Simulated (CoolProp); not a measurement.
Decamethyltetrasiloxane (MD2M) at several states: fugacity coefficient from the reference equation and from simpler models built on Tc = 599.4 K, pc = 1.144 MPa, ω = 0.635; each cubic takes its own stable root.

Computed with CoolProp (reference Helmholtz-energy equation of state, Thol 2017).

| T (K) | p (MPa) | phase | reference | van der Waals | Redlich-Kwong | Soave-Redlich-Kwong | Peng-Robinson |
|---|---|---|---|---|---|---|---|
| 522.1 | 0.0173 | gas | 0.9920 | 0.9938 | 0.9924 | 0.9913 | 0.9907 |
| 316.8 | 1.66 | liquid | 0.0001583 | 0.03947 | 0.004285 | 0.0001840 | 0.0002097 |
| 259 | 0.474 | liquid | 2.801e-6 | 0.02619 | 0.0006168 | 4.298e-6 | 5.967e-6 |
| 467.8 | 0.214 | liquid | 0.4493 | 0.9005 | 0.8733 | 0.4494 | 0.4479 |
| 355.4 | 0.146 | liquid | 0.01388 | 0.5919 | 0.1407 | 0.01447 | 0.01581 |
| 459.8 | 1.44 | liquid | 0.06415 | 0.2578 | 0.1501 | 0.06522 | 0.06399 |

At some of these states van der Waals, Redlich-Kwong gives the other phase, because its saturation line lies elsewhere.
